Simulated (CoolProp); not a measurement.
Saturation properties of R236EA.

Model: reference Helmholtz-energy equation of state, Rui 2013, in CoolProp.

```tsv
T (K)	p (kPa)	vapour density (kg/m³)	enthalpy of vaporisation (kJ/kg)	liquid cp (kJ/(kg K))	surface tension (mN/m)	liquid conductivity (mW/(m K))
321.1	429.1	27.78	142.7	1.304	9.04	71.7
330.2	556.0	35.98	137.0	1.328	7.91	68.7
339.4	711.3	46.26	130.8	1.356	6.80	65.7
348.5	895.3	58.84	124.1	1.391	5.74	62.8
357.7	1116	74.64	116.7	1.435	4.71	59.9
366.8	1371	94.20	108.6	1.493	3.73	57.0
375.9	1670	119.1	99.40	1.576	2.80	54.2
385.1	2019	151.9	88.52	1.707	1.92	51.5
394.2	2418	196.9	75.30	1.949	1.13	48.8
403.4	2884	268.1	57.07	2.642	0.442	46.9
```

It boils at 279.3 K under 1 atm.

Thermal conductivity comes from a separate model (Huber 2003), an estimate that may be off by 10 % or more. Surface tension comes from a separate correlation (Mulero 2012).
